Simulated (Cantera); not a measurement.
Cantera run:

```python
import numpy as np
import cantera as ct

gas_names = [...]  # 87 gases of nasa_gas.yaml made of C, H, Si
cond_names = """
    C(gr) C6H6(L) C7H8(L) C8H18(L),n-octa Si(cr) Si(L) SiC(b)
""".split()


# ... load() reads the species with a 1 bar reference pressure and builds the phases ...
atoms = {
    'Si(CH3)4': {'Si': 1, 'C': 4, 'H': 12},
    'C3H8': {'C': 3, 'H': 8},
    'H2': {'H': 2},
}
top_T = {'C(gr)': 4500, 'SiC(b)': 3050}  # K; cautious upper limits of use, not melting points


# ... equilibrate(T, P, feed) seeds the gas with the atoms and calls Mixture.equilibrate('TP', solver="vcs", rtol=1e-11, max_steps=5000) ...
results = []
feed = {'Si(CH3)4': 1, 'C3H8': 0.21, 'H2': 38}  # mol
P = 88000  # Pa
for T in [1773, 1848, 1923, 1998, 2073, 2148, 2223, 2298, 2373, 2448, 2523, 2598]:
    mix = equilibrate(T, P, feed)
    results.append((T, P, feed, dict(zip(mix.species_names, mix.species_moles))))

top = {s: max(r[3][s] / sum(r[3][g] for g in gas_names) for r in results) for s in gas_names}
cols = sorted((s for s in top if top[s] > 1e-05), key=lambda s: -top[s])[:6]
seen = [c for c in cond_names if any(r[3].get(c, 0) > 1e-12 for r in results)]
print("log10 of partial pressures in bar; condensed amounts in mol")
print(f"{'T/K':>10s}" + "".join(f"{s[:9]:>10s}" for s in cols + seen))
for T, P, feed, n in results:
    ng = sum(n[g] for g in gas_names)
    print(f"{T:10.4g}" + "".join(f"{np.log10(max(n[s] / ng * P / 1e5, 1e-99)):10.3f}" for s in cols)
          + "".join(f"{n.get(c, 0):10.4g}" for c in seen))
```

Output:

```
log10 of partial pressures in bar; condensed amounts in mol
       T/K        H2         H C2H2,acet        Si      SiC2       CH4     C(gr)    SiC(b)
      1773    -0.056    -3.574    -3.910    -7.344    -9.250    -3.186     3.584         1
      1848    -0.056    -3.304    -3.645    -6.728    -8.446    -3.294      3.58    0.9999
      1923    -0.056    -3.054    -3.402    -6.160    -7.706    -3.392     3.568    0.9998
      1998    -0.057    -2.823    -3.177    -5.636    -7.023    -3.483     3.545    0.9995
      2073    -0.057    -2.609    -2.969    -5.149    -6.390    -3.568     3.506    0.9989
      2148    -0.058    -2.409    -2.776    -4.698    -5.803    -3.647     3.448    0.9974
      2223    -0.060    -2.223    -2.597    -4.277    -5.256    -3.721     3.365    0.9939
      2298    -0.062    -2.050    -2.431    -3.884    -4.747    -3.792     3.249     0.986
      2373    -0.065    -1.887    -2.276    -3.516    -4.270    -3.859     3.097    0.9687
      2448    -0.069    -1.736    -2.132    -3.171    -3.824    -3.925     2.902    0.9313
      2523    -0.075    -1.594    -1.999    -2.847    -3.404    -3.990     2.663    0.8528
      2598    -0.083    -1.461    -1.876    -2.542    -3.010    -4.055     2.384    0.6913
```

Cantera equilibrium calculation (NASA polynomials, part measured and part estimated; ideal gas, pure solids and liquids). Gases not in the tables: Si2H6 and higher silanes.
